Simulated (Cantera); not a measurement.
An adiabatic, constant-pressure homogeneous reactor starts with CH₃OH : O₂ : N₂ = 1 : 1.92 : 7.23 (molar parts), equivalence ratio 0.78, at 1525 K and 3750 Torr.

Cantera simulation using GRI-Mech 3.0 (53 species, 325 reactions); the numbers are that mechanism's predictions, not measurements. GRI-Mech 3.0 was tuned for natural gas; its chemistry of methanol as a main component is partial and can be far from experiment.

x: mole fraction; the columns are a selection and need not sum to one.

```csv
t (s),T (K),x CH₃OH,x O₂,x HO₂,x H₂,x OH,x C₂H,x CH₂
7.00e-6,1525,0.0981,0.189,___,0.000142,6.50e-7,<1e-12,5.59e-8
1.82e-5,1528,0.0961,0.188,___,0.000805,3.29e-6,<1e-12,5.74e-8
4.74e-5,1983,0.00585,0.116,___,0.0514,0.000799,7.74e-11,2.71e-6
0.000123,2759,<1e-12,0.0450,1.60e-5,0.00657,0.0177,<1e-12,<1e-12
0.000321,2755,<1e-12,0.0437,1.55e-5,0.00657,0.0174,<1e-12,<1e-12
0.000837,2748,<1e-12,0.0414,1.47e-5,0.00658,0.0169,<1e-12,<1e-12
0.00218,2743,<1e-12,0.0397,1.41e-5,0.00659,0.0165,<1e-12,<1e-12
0.00567,2742,<1e-12,0.0394,1.40e-5,0.00660,0.0165,<1e-12,<1e-12
0.0148,2742,<1e-12,0.0394,1.40e-5,0.00660,0.0165,<1e-12,<1e-12
0.0384,2742,<1e-12,0.0394,1.40e-5,0.00660,0.0165,<1e-12,<1e-12
0.100,2742,<1e-12,0.0394,1.40e-5,0.00660,0.0165,<1e-12,<1e-12
```

Q: Fill in the missing entries.

A: 
- 7.00e-6, x HO₂: 0.000175
- 1.82e-5, x HO₂: 0.000480
- 4.74e-5, x HO₂: 0.00192
